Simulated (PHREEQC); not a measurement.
## Brine: speciation

Dissolve 1 mol/kgw MgCl2, 2.5 mol/kgw FeCl2 and 5.1 mol/kgw NaCl at 25 °C. Closed to the air; pH follows from the charge balance.

Equilibrium calculation in PHREEQC: Pitzer model, pitzer.dat.

This is a speciation only: nothing precipitates in the calculation.

Question: Predict the pH, activity of water.

Answer: pH 3.18; activity of water 0.420.

Saturation is exceeded, for instance for Halite; the values hold only as long as no solid forms. Species that the database lacks are ignored. In brines, pH and single-ion activities rest on the MacInnes convention.
